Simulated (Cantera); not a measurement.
What does this Cantera script print?

```python
import numpy as np
import cantera as ct

gas_names = [...]  # 45 gases of nasa_gas.yaml made of Al, Cl, H, N, O
cond_names = """
    AL(cr) AL(L) ALCL3(s) ALCL3(L) ALN(s) AL2O3(a) AL2O3(L) H2O(s) H2O(L) NH4CL(a) NH4CL(b)
""".split()


# ... load() reads the species with a 1 bar reference pressure and builds the phases ...
atoms = {
    'AlCl3': {'AL': 1, 'CL': 3},
    'N2O': {'N': 2, 'O': 1},
    'H2': {'H': 2},
}
top_T = {'ALN(s)': 2750}  # K; cautious upper limits of use, not melting points


# ... equilibrate(T, P, feed) seeds the gas with the atoms and calls Mixture.equilibrate('TP', solver="vcs", rtol=1e-11, max_steps=5000) ...
results = []
feed = {'AlCl3': 1, 'N2O': 1.6, 'H2': 4.7}  # mol
P = 10000  # Pa
for T in [1700, 1725, 1750, 1775, 1800, 1825, 1850, 1875, 1900, 1925, 1950]:
    mix = equilibrate(T, P, feed)
    results.append((T, P, feed, dict(zip(mix.species_names, mix.species_moles))))

top = {s: max(r[3][s] / sum(r[3][g] for g in gas_names) for r in results) for s in gas_names}
cols = sorted((s for s in top if top[s] > 0.0001), key=lambda s: -top[s])[:7]
seen = [c for c in cond_names if any(r[3].get(c, 0) > 1e-12 for r in results)]
print("log10 of partial pressures in bar; condensed amounts in mol")
print(f"{'T/K':>10s}" + "".join(f"{s[:9]:>10s}" for s in cols + seen))
for T, P, feed, n in results:
    ng = sum(n[g] for g in gas_names)
    print(f"{T:10.4g}" + "".join(f"{np.log10(max(n[s] / ng * P / 1e5, 1e-99)):10.3f}" for s in cols)
          + "".join(f"{n.get(c, 0):10.4g}" for c in seen))
```

It prints:

```
log10 of partial pressures in bar; condensed amounts in mol
       T/K        H2       HCL        N2       H2O         H        CL     ALCL3  AL2O3(a)
      1700    -1.401    -1.416    -1.688    -2.886    -4.532    -4.656    -4.945    0.4995
      1725    -1.401    -1.416    -1.688    -2.885    -4.432    -4.558    -4.881    0.4994
      1750    -1.401    -1.416    -1.688    -2.883    -4.334    -4.462    -4.819    0.4993
      1775    -1.401    -1.416    -1.688    -2.882    -4.239    -4.369    -4.759    0.4992
      1800    -1.401    -1.417    -1.688    -2.880    -4.147    -4.278    -4.702     0.499
      1825    -1.401    -1.417    -1.688    -2.878    -4.057    -4.190    -4.648    0.4988
      1850    -1.401    -1.417    -1.688    -2.875    -3.969    -4.104    -4.596    0.4986
      1875    -1.401    -1.418    -1.688    -2.872    -3.884    -4.021    -4.547    0.4983
      1900    -1.402    -1.418    -1.689    -2.868    -3.801    -3.940    -4.500     0.498
      1925    -1.402    -1.419    -1.689    -2.863    -3.720    -3.861    -4.457    0.4976
      1950    -1.402    -1.420    -1.689    -2.857    -3.642    -3.784    -4.417    0.4971
```

These are equilibrium values from Cantera (NASA tables, ideal gas, pure condensed phases), not measurements of a reactor. The tables' values for AlCl2 are old estimates; treat these amounts as uncertain.
